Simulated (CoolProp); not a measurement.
Vapour-liquid equilibrium of carbon dioxide (1) + dimethyl ether (2) at 252.6 K; x and y are mole fractions of (1).

The numbers come from the multi-fluid Helmholtz-energy mixture model, Span 1996 and Wu 2011; pair parameters Bell 2016 in CoolProp.

```json
[
 {"x": "0.05", "bubble pressure, mixture model (MPa)": "0.1785", "bubble pressure, Raoult's law (MPa)": "0.2121", "y, mixture model": "0.343", "y, Raoult's law": "0.456"},
 {"x": "0.15", "bubble pressure, mixture model (MPa)": "0.3046", "bubble pressure, Raoult's law (MPa)": "0.3936", "y, mixture model": "0.646", "y, Raoult's law": "0.738"},
 {"x": "0.25", "bubble pressure, mixture model (MPa)": "0.4465", "bubble pressure, Raoult's law (MPa)": "0.5752", "y, mixture model": "___", "y, Raoult's law": "0.842"},
 {"x": "0.35", "bubble pressure, mixture model (MPa)": "___", "bubble pressure, Raoult's law (MPa)": "0.7567", "y, mixture model": "0.857", "y, Raoult's law": "0.896"},
 {"x": "0.45", "bubble pressure, mixture model (MPa)": "0.7784", "bubble pressure, Raoult's law (MPa)": "0.9382", "y, mixture model": "0.903", "y, Raoult's law": "0.929"},
 {"x": "0.55", "bubble pressure, mixture model (MPa)": "0.9666", "bubble pressure, Raoult's law (MPa)": "1.120", "y, mixture model": "___", "y, Raoult's law": "0.951"},
 {"x": "0.65", "bubble pressure, mixture model (MPa)": "1.167", "bubble pressure, Raoult's law (MPa)": "1.301", "y, mixture model": "0.957", "y, Raoult's law": "0.967"},
 {"x": "0.75", "bubble pressure, mixture model (MPa)": "1.378", "bubble pressure, Raoult's law (MPa)": "1.483", "y, mixture model": "0.973", "y, Raoult's law": "0.980"},
 {"x": "0.85", "bubble pressure, mixture model (MPa)": "1.596", "bubble pressure, Raoult's law (MPa)": "1.664", "y, mixture model": "0.986", "y, Raoult's law": "0.989"},
 {"x": "0.95", "bubble pressure, mixture model (MPa)": "1.821", "bubble pressure, Raoult's law (MPa)": "1.846", "y, mixture model": "0.996", "y, Raoult's law": "0.997"}
]
```

**Question.** Some entries are withheld; supply them.

**Answer.** 
- 0.25, y, mixture model: 0.781
- 0.35, bubble pressure, mixture model (MPa): 0.6046
- 0.55, y, mixture model: 0.935

The largest gap from Raoult's law is -22.6 % in bubble pressure, at x = 0.15. No azeotrope shows between x = 0.05 and 0.95.

The pair parameters rest on a limited set of measurements; away from them the model extrapolates.
